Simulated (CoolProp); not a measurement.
Methane at several states: Z from the reference equation and from simpler models built on Tc = -82.6 °C, pc = 4.599 MPa, ω = 0.011; each cubic takes its own stable root.

Computed with CoolProp (reference Helmholtz-energy equation of state, Setzmann 1991).

```
T (°C)  p (MPa)          phase  reference  van der Waals  Redlich-Kwong  Soave-Redlich-Kwong
------  -------  -------------  ---------  -------------  -------------  -------------------
-97.65    0.105            gas     0.9902         0.9917         0.9901               0.9901
52.85      7.44  supercritical     0.9202         0.8913         0.9173               0.9292
-86.85     6.69         liquid     0.2433         0.3340         0.2683               0.2684
-61.65     16.4  supercritical     0.5378         0.6709         0.5700               0.5709
178.45     12.9  supercritical     0.9964         0.9627         0.9886                1.010
```
